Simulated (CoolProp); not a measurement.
Saturation properties of isobutane (Tc = 407.8 K, pc = 36.29 bar, ω = 0.184).

The numbers come from the reference Helmholtz-energy equation of state, Bücker 2006 in CoolProp.

```json
[
 {"T (K)": "287.4", "p (bar)": "2.529", "liquid viscosity (µPa s)": "169", "liquid conductivity (mW/(m K))": "93.1"},
 {"T (K)": "296.8", "p (bar)": "3.371", "liquid viscosity (µPa s)": "153", "liquid conductivity (mW/(m K))": "89.7"},
 {"T (K)": "306.3", "p (bar)": "4.418", "liquid viscosity (µPa s)": "139", "liquid conductivity (mW/(m K))": "86.4"},
 {"T (K)": "315.7", "p (bar)": "5.677", "liquid viscosity (µPa s)": "126", "liquid conductivity (mW/(m K))": "83.2"},
 {"T (K)": "325.1", "p (bar)": "7.183", "liquid viscosity (µPa s)": "115", "liquid conductivity (mW/(m K))": "80.1"},
 {"T (K)": "334.6", "p (bar)": "8.986", "liquid viscosity (µPa s)": "104", "liquid conductivity (mW/(m K))": "77.2"},
 {"T (K)": "344", "p (bar)": "11.08", "liquid viscosity (µPa s)": "94.4", "liquid conductivity (mW/(m K))": "74.4"},
 {"T (K)": "353.4", "p (bar)": "13.51", "liquid viscosity (µPa s)": "85.4", "liquid conductivity (mW/(m K))": "71.7"},
 {"T (K)": "362.9", "p (bar)": "16.34", "liquid viscosity (µPa s)": "76.8", "liquid conductivity (mW/(m K))": "69.2"}
]
```

It boils at 261.4 K under 1 atm.

Viscosity comes from a separate model (Vogel 2000). Thermal conductivity comes from a separate model (Perkins 2002).
